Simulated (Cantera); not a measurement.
An adiabatic, constant-volume homogeneous reactor starts with 3.15 % CH4, 20.3 % O2, 76.5 % N2, equivalence ratio 0.31, at 1725 K and 500000 Pa.

Computed with Cantera and GRI-Mech 3.0 (53 species, 325 reactions).

Question: Predict: time of steepest temperature rise; temperature at 2.00 s; equilibrium temperature; x(O2) at 2.00 s.

Answer: time of steepest temperature rise: 40.1 µs
temperature at 2.00 s: 2470 K
equilibrium temperature: 2470 K
x(O2) at 2.00 s: 0.130 (gas-phase equilibrium 0.130)
